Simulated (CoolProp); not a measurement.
Vapour-liquid equilibrium of diethyl ether (1) + benzene (2) at 75.25 °C; x and y are mole fractions of (1).

Values from CoolProp's multi-fluid Helmholtz-energy mixture model, Thol 2014 and Thol 2012; pair parameters Bell 2016.

Task: Give the bubble pressure and the first vapour's composition at x = 0.2, 0.275, 0.35. Is there an azeotrope?

Result: x = 0.2: 138.7 kPa, y = 0.486; x = 0.275: 158.1 kPa, y = 0.587; x = 0.35: 177.6 kPa, y = 0.667. No azeotrope shows between x = 0.05 and 0.95.

Pair parameters are fitted to limited data, so mixtures are less certain than the pure fluids.
